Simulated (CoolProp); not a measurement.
A Linde-Hampson liquefier for dry air: isothermal reversible compression at 300 K from 1 atm to 20 MPa, throttling to 1 atm, return gas leaving the recuperator 2 K below the feed. Each further row changes one setting.

Values from CoolProp's reference Helmholtz-energy equation of state, Lemmon 2000. It is a pseudo-pure fit of the blend.

```
case                        liquid yield per pass  compression work (kJ/kg of gas)
--------------------------  ---------------------  -------------------------------
as stated                                   0.076                              454
high pressure 40 MPa                        0.101                              520
warm-end temperature 330 K                  0.056                              502
warm-end gap 7 K                            0.065                              454
```
